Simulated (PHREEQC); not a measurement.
A made-up water analysis in mg/L, 55 °C, pH 2.24, pe 10.1: Na 43.9; K 30.3; Ca 14.5; Mg 21.7; Cl 59.1; S(6) as SO4 725; Al 0.0701; Mn(2) 0.0285; Zn 0.0591; Li 0.0202.

Valence states are taken as typed.

Equilibrium calculation in PHREEQC: ion-association model, wateq4f.dat.

Q: The ionic strength comes out as 0.0165 mol/kgw. What activity coefficients do Ca+2, Na+, K+, CaHSO4+, AlSO4+ get?

A: Ca+2 0.59, Na+ 0.87, K+ 0.87, CaHSO4+ 0.87, AlSO4+ 0.87.

Precipitation was switched off in this run. Species that the database lacks are ignored. Away from 25 °C the constants follow the database's enthalpies or fits; those with neither stay at their 25 °C values.
